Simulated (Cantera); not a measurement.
Charge: 1 mol CH₃OH, 1.1 mol O₂, 0.58 mol N₂, held at 873 K and 0.00110 bar.

Equilibrium computed with Cantera from the NASA thermochemical tables; the gas is ideal and each condensed phase is pure. Candidate condensed phases: C, C₆H₆, C₇H₈, C₈H₁₈, H₂O; 136 gas species. Rates play no part.

Base state: H₂O 0.378, CO₂ 0.237, H₂ 0.181, N₂ 0.162, CO 0.0425 (mole fractions); condensed: gas only.

### Question
What changes in the equilibrium state with this change: pressure from 0.00110 bar to 9.70 bar?

### Answer
```tsv
species	before	after
H₂O	0.378	0.418
CO₂	0.237	0.243
N₂	0.162	0.169
H₂	0.181	0.122
CH₄	1.54e-9	0.0209
CO	0.0425	0.0267
NH₃	5.17e-8	0.000258
```
